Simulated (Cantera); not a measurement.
Input: 1 mol CH3SiCl3, 0.057 mol HCl, 39 mol H2, 0.049 mol C2H2, equilibrated at 1923.15 K and 550 Pa.

Method: chemical equilibrium by Gibbs-energy minimisation in Cantera with the NASA 1993 tables (ideal gas, pure condensed phases). Candidate condensed phases: C, C6H6, C7H8, C8H18, Si, SiC; 109 gas species. The feed counts by its element totals alone. The tables' values for SiCl are old estimates; treat these amounts as uncertain. Equilibrium is a limit: real reactors are often held back by kinetics, nucleation or transport.

Base state: H2 0.916, HCl 0.0702, H 0.0122, Cl 0.000702, SiCl2 0.000578, C2H2 (acetylene) 0.000414, Si 0.000126, SiCl 3.00e-5 (mole fractions); condensed: C(graphite) + SiC(s).

Question: What changes in the equilibrium state with this change: temperature from 1923.15 K to 1500 K?

Answer: 
```
species             before     after
----------------  --------  --------
H2                   0.916     0.927
HCl                 0.0702    0.0723
H                   0.0122  0.000229
SiCl2             0.000578  0.000132
Si                0.000126   1.39e-8
SiCl               3.00e-5   5.67e-8
C2H2 (acetylene)  0.000414   8.37e-6
C(graphite), mol    0.0943     0.102
SiC(s), mol          0.968     0.994
```
